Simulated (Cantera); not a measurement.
Input: 1 mol FeS, 1.1 mol SO3, 0.086 mol H2O, at 1598.15 K and 0.0120 bar.

These are equilibrium values from Cantera (NASA tables, ideal gas, pure condensed phases), not measurements of a reactor. Candidate condensed phases: Fe, FeO, Fe(OH)2, Fe(OH)3, FeS, FeSO4, FeS2, Fe2O3, Fe2(SO4)3, Fe3O4, H2O, H2SO4, S; 22 gas species. The tables' stoichiometric FeO is somewhat more stable than real wüstite, so its field is too wide. FeO: taken at fixed stoichiometry. Kinetics and transport are ignored.

Base state: SO2 0.655, S2 0.262, H2O 0.0412, SO 0.0273, H2 0.00718, S2O 0.00480, SH 0.00101, H2S 0.000936 (mole fractions); condensed: FeO(s).

### Question
What changes in the equilibrium state with this change: temperature from 1598.15 K to 998.15 K?

### Answer
```tsv
species	before	after
SO2	0.655	0.888
H2O	0.0412	0.0550
S2	0.262	0.0535
SO	0.0273	8.79e-5
H	4.12e-5	<1e-9
S	0.000554	1.39e-8
SH	0.00101	2.95e-6
H2	0.00718	0.000251
FeO(s), mol	1.000	0
FeS(s), mol	0	0.567
Fe3O4(s), mol	0	0.144
```
FeS: taken at fixed stoichiometry. Gases not in the tables: S3 to S7.

### Question
What changes in the equilibrium state with this change: H2O from 0.086 to 6 mol?

### Answer
```json
[
 {"species": "H2O", "before": "0.0412", "after": "0.645"},
 {"species": "SO2", "before": "0.655", "after": "0.201"},
 {"species": "H2", "before": "0.00718", "after": "0.113"},
 {"species": "S2", "before": "0.262", "after": "0.0254"},
 {"species": "SO", "before": "0.0273", "after": "0.00844"},
 {"species": "Fe(OH)2", "before": "1.54e-6", "after": "2.42e-5"},
 {"species": "S2O", "before": "0.00480", "after": "0.000462"},
 {"species": "H2S", "before": "0.000936", "after": "0.00459"},
 {"species": "H", "before": "4.12e-5", "after": "0.000164"},
 {"species": "OH", "before": "9.22e-6", "after": "3.63e-5"},
 {"species": "S", "before": "0.000554", "after": "0.000172"},
 {"species": "FeO(s), mol", "before": "1.000", "after": "1.000"}
]
```
